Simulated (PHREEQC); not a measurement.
FeCl3 is added in steps, without added water, to 1 kg of water holding 20 mmol/kgw H2SO4, 2.8 mmol/kgw CuSO4 and 16 mmol/kgw Na2SO4, at 20 °C. Oxygen is held at 0.21 atm. The system is closed to CO2. Solids allowed: Fe(OH)3(a), Cu(OH)2, Brochantite, Antlerite, Atacamite, Jarosite-Na, Halite, Mirabilite, Chalcanthite. Others were left out.

Base run: PHREEQC, ion-association model, wateq4f.dat. Each further column changes one thing. The table gives pH.

```tsv
FeCl3 added (mol)	base	database phreeqc.dat	all activity coefficients set to 1	Davies equation for every ion	metal-ligand complexes left out
0	1.71	1.71	1.73	1.73	1.73
0.00585	1.68	1.68	1.68	1.70	1.71
0.01365	1.65	1.65	1.61	1.67	1.62
0.0195	1.63	1.63	1.57	1.65	1.58
0.02535	1.61	1.61	1.53	1.64	1.55
0.03315	1.60	1.60	1.50	1.63	1.52
0.039	1.59	1.59	1.48	1.63	1.50
```

 phreeqc.dat and wateq4f.dat share most of their constants, so their agreement is no independent check. Solids allowed in the column 'database phreeqc.dat': Fe(OH)3(a), Halite.
